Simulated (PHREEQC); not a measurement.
Dissolve 0.00022 mol HF and 0.11 mol KCl per kg of water at 31 °C. Closed to the air; pH follows from the charge balance.

All values are PHREEQC results (ion-association model, wateq4f.dat), not measurements.

No solid was allowed to form.

Q: What pH does the model give?

A: pH 3.82.

Q: In which forms is F present?

A: F- 84 %, HF 16 % of the F.
